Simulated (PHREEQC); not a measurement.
A solution holds 0.0027 mol Na2HPO4 per kg of water, at 25 °C. Closed to the air; pH follows from the charge balance.

The numbers come from PHREEQC with the ion-association model, wateq4f.dat.

The pH comes out as 9.20 and the ionic strength is 0.00805 mol/kgw. The total alkalinity is 2.70 meq/kg.

| species | molality | activity | log γ |
|---|---|---|---|
| Na+ | 0.00538 | 0.00490 | -0.040 |
| HPO4-2 | 0.00266 | 0.00184 | -0.160 |
| H2PO4- | 2.05e-5 | 1.87e-5 | -0.039 |
| NaHPO4- | 1.93e-5 | 1.76e-5 | -0.039 |
| OH- | 1.75e-5 | 1.59e-5 | -0.041 |
| PO4-3 | 3.01e-6 | 1.32e-6 | -0.359 |

This is a speciation only: nothing precipitates in the calculation. H3PO4, which wateq4f.dat lacks, is added to it with the constant of phreeqc.dat.
